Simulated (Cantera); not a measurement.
An isothermal, constant-pressure homogeneous reactor starts with 79.4 % NH3, 20.6 % N2, at 1675 K and 13000 Pa.

Cantera simulation using the gas-phase N/H chemistry of the illustrative SiF4/NH3 mechanism in the Surface Chemkin manual (1991); the numbers are that mechanism's predictions, not measurements. Walls and surfaces, which speed up NH3 decomposition in real reactors, are not modelled.

### Question
Predict: x(NH3) at 50.0 s; x(NH) at 50.0 s; x(H) at 50.0 s; x(N2) at 50.0 s; x(H2) at 50.0 s; x(N2H2) at 50.0 s.

### Answer
x(NH3) at 50.0 s: 0.0361 (gas-phase equilibrium 1.56e-6)
x(NH) at 50.0 s: 3.37e-7 (gas-phase equilibrium 3.84e-11)
x(H) at 50.0 s: 0.000155 (gas-phase equilibrium 0.000264)
x(N2) at 50.0 s: 0.330 (gas-phase equilibrium 0.336)
x(H2) at 50.0 s: 0.633 (gas-phase equilibrium 0.663)
x(N2H2) at 50.0 s: 1.77e-8 (gas-phase equilibrium <1e-12)
